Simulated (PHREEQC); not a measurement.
## Copper plating or etch bath (model solution)

Dissolve 0.0022 mol/kgw CuSO4 and 0.00043 mol/kgw HBF4 at 25 °C. Closed to the air; pH follows from the charge balance.

Computed with PHREEQC (ion-association model, phreeqc.dat).

Each row changes one thing in this solution. Precipitation was switched off in this run.

```
case                                               pH  ionic strength (mol/kgw)  F- (mol/kgw)  HF (mol/kgw)  H3BO3 (mol/kgw)  BF4- (mol/kgw)
-----------------------------------------------  ----  ------------------------  ------------  ------------  ---------------  --------------
as made                                          3.15                   0.00814      0.000826      0.000801         0.000408         9.85e-6
CuSO4 left out                                   3.11                       ___      0.000771      0.000867         0.000406         1.15e-5
CuSO4 replaced by Cu(NO3)2 at the same molality  3.11                       ___      0.000789      0.000832         0.000407         1.05e-5
HBF4 from 0.00043 to 0.0043 mol/kgw              2.47                    0.0111      0.000841       0.00383          0.00106         0.00287
diluted 5-fold with water                         ___                   0.00190      0.000255       8.67e-5          8.59e-5        8.10e-10
```

Q: Some entries are withheld; supply them.

A: 
- CuSO4 left out, ionic strength (mol/kgw): 0.000798
- CuSO4 replaced by Cu(NO3)2 at the same molality, ionic strength (mol/kgw): 0.00739
- diluted 5-fold with water, pH: 3.62

Species that the database lacks are ignored. Real BF4- forms and hydrolyses slowly; the run takes it at equilibrium.
